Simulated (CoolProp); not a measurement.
Properties of R123 along the isotherm 481.1 K (Tc = 456.8 K, pc = 3.662 MPa, ω = 0.282).

Model: reference Helmholtz-energy equation of state, Younglove 1994, in CoolProp. It is a modified Benedict-Webb-Rubin equation, recast in Helmholtz form.

| p (MPa) | phase | speed of sound (m/s) | isothermal compressibility (1/MPa) | viscosity (µPa s) | Prandtl number |
|---|---|---|---|---|---|
| 2.03 | gas | 141.5 | 0.6155 | 17.7 | 0.778 |
| 4.07 | supercritical | 106.2 | 0.5522 | 24.3 | 1.36 |
| 6.1 | supercritical | 135.5 | 0.1566 | 63.1 | 3.02 |
| 8.14 | supercritical | 201.4 | 0.04657 | 81.9 | 2.78 |
| 10.2 | supercritical | 246.7 | 0.02667 | 93.5 | 2.74 |
| 12.2 | supercritical | 281.3 | 0.01884 | 102 | 2.75 |
| 14.2 | supercritical | 310.5 | 0.01457 | 110 | 2.76 |
| 16.3 | supercritical | 337.2 | 0.01178 | 117 | 2.79 |
| 18.3 | supercritical | 359.9 | 0.009972 | 123 | 2.81 |

Viscosity comes from a separate model (Tanaka 1996). Thermal conductivity comes from a separate model (Laesecke 1996).
